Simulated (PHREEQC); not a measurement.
## Acid mine or pickling water

A made-up water analysis in mg/kgw, 25 °C, pH 1.98, pe 9.7:

| constituent | mg/kgw |
|---|---|
| Na | 345 |
| K | 83.9 |
| Ca | 132 |
| Mg | 8.21 |
| Cl | 169 |
| S(6) as SO4 | 1930 |
| Si as SiO2 | 1.54 |
| Cu(2) | 7.57 |
| Li | 0.198 |

Valence states are taken as typed.

Computed with PHREEQC (ion-association model, phreeqc.dat).

This is a speciation only: nothing precipitates in the calculation.

Question: What ionic strength, charge-balance error, specific conductance does the model give?

Answer: ionic strength 0.0488 mol/kgw; charge-balance error -1.8 %; specific conductance 6770 µS/cm.

Question: In which forms is Li present?

Answer: Li+ 98 %, LiSO4- 2.3 % of the Li.
